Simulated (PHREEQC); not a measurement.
Model water analysis in mmol/kgw, 20 °C, pH 2.77, pe 8.5: Na 4.1; K 13; Ca 16; Mg 0.171; Cl 13.9; S(6) 19.3; Cu(2) 0.153; Zn 0.0659.

Valence states are taken as typed.

Equilibrium calculation in PHREEQC: ion-association model, wateq4f.dat.

No solid was allowed to form.

Question: Order these Cu species by the share of Cu that they hold, largest first: CuCl+, CuSO4, Cu+2.

Answer: Cu+2 (67 %), CuSO4 (32 %), CuCl+ (0.88 %)

The pH is 2.77 and the ionic strength 0.0647 mol/kgw.
